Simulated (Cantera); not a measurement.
Cantera run, input and output.

```python
import numpy as np
import cantera as ct

gas = ct.Solution("gri30.yaml")
gas.TPX = 750, 1000000, {'CH3OH': 1, 'O2': 3.12, 'N2': 11.8}
inlet = ct.Reservoir(gas, clone=True)
gas.equilibrate("HP")  # start burning
reactor = ct.IdealGasConstPressureReactor(gas, energy="on", clone=False)
exhaust = ct.Reservoir(gas, clone=True)
tau = [0.03, 0.014, 0.0064, 0.003, 0.0014, 0.00063, 0.00029, 0.00013, 6.2e-05, 2.9e-05, 1.3e-05, 6.1e-06][0]
for a, b in ((inlet, reactor), (reactor, exhaust)):
    ct.MassFlowController(a, b, mdot=lambda t: reactor.mass / tau)
net = ct.ReactorNet([reactor])
show = ['CH3OH', 'O2', 'HCO', 'N2O', 'H2O2', 'C2H6', 'NO']

rows = []
print(f"{'tau/s':>10s}{'T/K':>9s}" + "".join(f"{s:>11s}" for s in show))
for tau in [0.03, 0.014, 0.0064, 0.003, 0.0014, 0.00063, 0.00029, 0.00013, 6.2e-05, 2.9e-05, 1.3e-05, 6.1e-06]:
    net.initial_time = 0.0
    net.advance(30 * tau)
    before = gas.X
    net.advance(40 * tau)
    drift = np.max(np.abs(gas.X - before) / (gas.X + 1e-9))
    rows.append([gas.T, *gas[show].X, drift])
    print(f"{tau:10.3e}{gas.T:9.1f}" + "".join(f"{x:11.3e}" for x in gas[show].X))
```

Output:

```
     tau/s      T/K      CH3OH         O2        HCO        N2O       H2O2       C2H6         NO
 3.000e-02   1858.9  2.309e-06  9.855e-02  9.748e-09  8.033e-07  1.846e-07  1.933e-13  1.969e-05
 1.400e-02   1857.6  4.388e-06  9.859e-02  2.093e-08  1.004e-06  2.268e-07  4.923e-13  1.296e-05
 6.400e-03   1855.4  8.188e-06  9.866e-02  4.588e-08  1.328e-06  2.985e-07  1.073e-12  9.511e-06
 3.000e-03   1851.7  1.464e-05  9.880e-02  9.806e-08  1.761e-06  4.070e-07  2.039e-12  7.694e-06
 1.400e-03   1845.6  2.603e-05  9.907e-02  2.106e-07  2.259e-06  5.716e-07  3.793e-12  6.445e-06
 6.300e-04   1834.4  4.802e-05  9.963e-02  4.692e-07  2.684e-06  8.368e-07  7.966e-12  5.168e-06
 2.900e-04   1814.6  9.114e-05  1.008e-01  1.025e-06  2.776e-06  1.270e-06  2.104e-11  3.661e-06
 1.300e-04   1765.7  2.220e-04  1.039e-01  2.329e-06  2.276e-06  2.518e-06  1.075e-10  1.690e-06
 6.200e-05    750.0  6.281e-02  1.960e-01  6.879e-27  1.835e-20  1.667e-17  2.353e-23  2.236e-22
 2.900e-05    750.0  6.281e-02  1.960e-01  1.953e-27  4.027e-24  2.427e-21  3.513e-27  3.257e-26
 1.300e-05    750.0  6.281e-02  1.960e-01  8.225e-28  6.261e-25  1.414e-23  7.144e-29  1.897e-28
 6.100e-06    750.0  6.281e-02  1.960e-01  3.619e-28  2.849e-25  4.791e-26  1.161e-29  6.428e-31
```

Cantera simulation using GRI-Mech 3.0 (53 species, 325 reactions); the numbers are that mechanism's predictions, not measurements. GRI-Mech 3.0 was tuned for natural gas; its chemistry of methanol as a main component is partial and can be far from experiment.
